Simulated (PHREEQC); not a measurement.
0.01 mol of Fluorite (CaF2) is brought to equilibrium with 1 kg of water holding 0.1 mol NaCl, at 20 °C, the pH being set by adding NaOH or HCl. Oxygen alone is held at its pressure in air (log pO2 = -0.68). CO2 from the air is kept out. The run lets Fluorite, Portlandite precipitate or redissolve, and no other solid.

All values are PHREEQC results (ion-association model, wateq4f.dat), not measurements.

```tsv
pH	dissolved Ca (mol/kgw)	dissolved F (mol/kgw)	HF (mol/kgw)
4	0.000314	0.000629	5.65e-5
4.44	0.000302	0.000604	2.09e-5
4.88	0.000298	0.000595	7.65e-6
5.31	0.000296	0.000592	2.85e-6
5.75	0.000295	0.000591	1.04e-6
6.19	0.000295	0.000590	3.76e-7
6.62	0.000295	0.000590	1.40e-7
7.06	0.000295	0.000590	5.08e-8
7.5	0.000295	0.000590	1.84e-8
7.94	0.000295	0.000590	6.69e-9
8.38	0.000295	0.000590	2.43e-9
8.81	0.000295	0.000590	9.03e-10
9.25	0.000295	0.000590	3.28e-10
9.69	0.000295	0.000590	1.19e-10
10.12	0.000295	0.000590	4.42e-11
10.56	0.000295	0.000591	1.61e-11
11	0.000296	0.000593	5.85e-12
```

Complexes and solids missing from the database can't appear.
